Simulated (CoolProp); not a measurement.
Neopentane at 298.15 K and 0.0314 MPa is compressed adiabatically to 0.111 MPa with isentropic efficiency 0.9. Each further row changes one setting.

Model: reference Helmholtz-energy equation of state, Lemmon 2006, in CoolProp. It is a short technical equation, of lower accuracy than the large ones.

| case | work (kJ/kg) | final temperature (K) | final density (kg/m³) |
|---|---|---|---|
| as stated | 49.4 | 327.7 | 3.03 |
| efficiency 1 | 44.5 | 325.0 | 3.06 |
| efficiency 0.65 | 68.4 | 337.8 | 2.93 |
